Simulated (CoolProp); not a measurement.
Properties of acetone along the isobar 0.101 MPa (Tc = 235.0 °C, pc = 4.692 MPa, ω = 0.307).

Computed with CoolProp (reference Helmholtz-energy equation of state, Lemmon 2006). It is a short technical equation, of lower accuracy than the large ones.

| T (°C) | phase | density (kg/m³) | cv (kJ/(kg K)) | isothermal compressibility (1/MPa) | fugacity coefficient |
|---|---|---|---|---|---|
| 153.15 | gas | 1.682 | 1.537 | 10.07 | 0.9839 |
| 170.85 | gas | 1.612 | 1.583 | 10.04 | 0.9862 |
| 188.45 | gas | 1.547 | 1.629 | 10.02 | 0.9880 |
| 206.15 | gas | 1.488 | 1.674 | 10.01 | 0.9896 |
| 223.85 | gas | 1.433 | 1.720 | 9.994 | 0.9908 |
| 241.55 | gas | 1.382 | 1.765 | 9.983 | 0.9919 |
| 259.15 | gas | 1.335 | 1.808 | 9.973 | 0.9928 |
| 276.85 | gas | 1.291 | 1.852 | 9.965 | 0.9936 |
